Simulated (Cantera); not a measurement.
An adiabatic, constant-pressure homogeneous reactor starts with CH₄ : O₂ : N₂ = 1 : 3.77 : 27.9 (molar parts), equivalence ratio 0.53, at 1700 K and 1500 Torr. Integrator tolerance rtol = 1e-08.

Model: GRI-Mech 3.0 (53 species, 325 reactions), integrated in Cantera.

What does this change do: pressure from 1500 Torr to 12800 Torr?


```
quantity                                                              before                                      after
---------------------------------  -----------------------------------------  -----------------------------------------
time of steepest temperature rise                                   0.171 ms                                    32.7 µs
temperature at 0.300 s                                                2303 K                                     2319 K
equilibrium temperature                                               2303 K                                     2319 K
x(CH₄) at 0.300 s                      <1e-12 (gas-phase equilibrium <1e-12)      <1e-12 (gas-phase equilibrium <1e-12)
x(O₂) at 0.300 s                       0.0496 (gas-phase equilibrium 0.0496)      0.0496 (gas-phase equilibrium 0.0496)
x(H₂) at 0.300 s                   0.000398 (gas-phase equilibrium 0.000398)  0.000152 (gas-phase equilibrium 0.000152)
x(NO) at 0.300 s                     0.00798 (gas-phase equilibrium 0.00800)    0.00826 (gas-phase equilibrium 0.00826)
x(H₂O₂) at 0.300 s                   8.28e-8 (gas-phase equilibrium 8.28e-8)    2.55e-7 (gas-phase equilibrium 2.55e-7)
x(HO₂) at 0.300 s                    2.54e-6 (gas-phase equilibrium 2.54e-6)    4.59e-6 (gas-phase equilibrium 4.59e-6)
```
The pressure lies above the range GRI-Mech 3.0 was tuned for (to about 10 atm).

What does this change do: N2 27.9 to 19 parts?


```csv
quantity,before,after
time of steepest temperature rise,0.171 ms,0.133 ms
temperature at 0.300 s,2303 K,2469 K
equilibrium temperature,2303 K,2469 K
x(CH₄) at 0.300 s,<1e-12 (gas-phase equilibrium <1e-12),<1e-12 (gas-phase equilibrium <1e-12)
x(O₂) at 0.300 s,0.0496 (gas-phase equilibrium 0.0496),0.0672 (gas-phase equilibrium 0.0672)
x(H₂) at 0.300 s,0.000398 (gas-phase equilibrium 0.000398),0.00110 (gas-phase equilibrium 0.00110)
x(NO) at 0.300 s,0.00798 (gas-phase equilibrium 0.00800),0.0124 (gas-phase equilibrium 0.0124)
x(H₂O₂) at 0.300 s,8.28e-8 (gas-phase equilibrium 8.28e-8),1.90e-7 (gas-phase equilibrium 1.90e-7)
x(HO₂) at 0.300 s,2.54e-6 (gas-phase equilibrium 2.54e-6),5.91e-6 (gas-phase equilibrium 5.91e-6)
```
